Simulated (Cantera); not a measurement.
Fluorocarbon and chlorocarbon gases: CF4 + F2

A closed system holds: 1 mol CF4, 0.013 mol F2, held at 1375 K and 0.350 bar.

Method: chemical equilibrium by Gibbs-energy minimisation in Cantera with the NASA 1993 tables (ideal gas, pure condensed phases). Candidate condensed phases: C; 13 gas species. Gases not in the tables: C2F6 and larger saturated fluorocarbons. Equilibrium is a limit: real reactors are often held back by kinetics, nucleation or transport.

```json
{
  "x(CF4)": "0.975",
  "x(F)": "0.0251",
  "x(F2)": "0.000100",
  "gas_amount": "1.026 mol",
  "log10 activity of C(graphite) (absent)": "-19.07"
}
```
